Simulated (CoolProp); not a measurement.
c-C4F8 (RC318) at 293.15 K and 0.529 MPa is throttled through a valve to 0.242 MPa with no heat exchange. Each further row changes one setting.

Values from CoolProp's reference Helmholtz-energy equation of state, Platzer 1990. This equation is an older, rougher fit; its heat capacities, sound speeds and derivatives of the liquid may be far off and weren't checked against measurements.

```
case                        temperature change (K)                       final phase  final density (kg/m³)
--------------------------  ----------------------  --------------------------------  ---------------------
as stated                                     -2.8  two-phase, vapour fraction 0.029                    515
outlet pressure 0.0726 MPa                   -33.7  two-phase, vapour fraction 0.300                   23.0
outlet pressure 0.315 MPa                     +0.0                            liquid                   1520
```
